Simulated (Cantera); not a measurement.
Feed: 1 mol SiH2Cl2, 0.61 mol O3, equilibrated at 1.33 mbar.

Cantera equilibrium calculation (NASA polynomials, part measured and part estimated; ideal gas, pure solids and liquids). Candidate condensed phases: H2O, Si, SiO2; 30 gas species. The tables' values for SiCl3 are old estimates; treat these amounts as uncertain. The tables hold silica as quartz up to 1696 K and as liquid above; real silica turns to tridymite and cristobalite and melts near 1996 K. The numbers say what is thermodynamically allowed, not how fast it happens. All values below are at 1173 K.

Base state: HCl 0.868, H2 0.0878, SiCl4 0.0429, SiCl3 0.00108, SiCl2 0.000267, SiHCl3 0.000101 (mole fractions); condensed: SiO2(β-quartz).

Problem. What changes in the equilibrium state with this change: pressure from 1.33 mbar to 12.0 Pa?

Solution. 
| species | before | after |
|---|---|---|
| HCl | 0.868 | 0.872 |
| H2 | 0.0878 | 0.0842 |
| SiCl4 | 0.0429 | 0.0384 |
| SiO | 6.71e-7 | 2.24e-5 |
| SiCl2 | 0.000267 | 0.00253 |
| Cl | 8.27e-6 | 2.83e-5 |
| SiCl3 | 0.00108 | 0.00314 |
| SiO2(β-quartz), mol | 0.915 | 0.915 |

Problem. What changes in the equilibrium state with this change: O3 from 0.61 to 3.6 mol?

Solution. 
```csv
species,before,after
O2,<1e-9,0.681
HCl,0.868,0.275
H2O,8.62e-7,0.0195
H2,0.0878,4.63e-9
SiCl4,0.0429,<1e-9
Cl2,7.27e-9,0.0138
Cl,8.27e-6,0.0114
SiCl3,0.00108,<1e-9
SiCl2,0.000267,<1e-9
"SiO2(β-quartz), mol",0.915,1.00
```
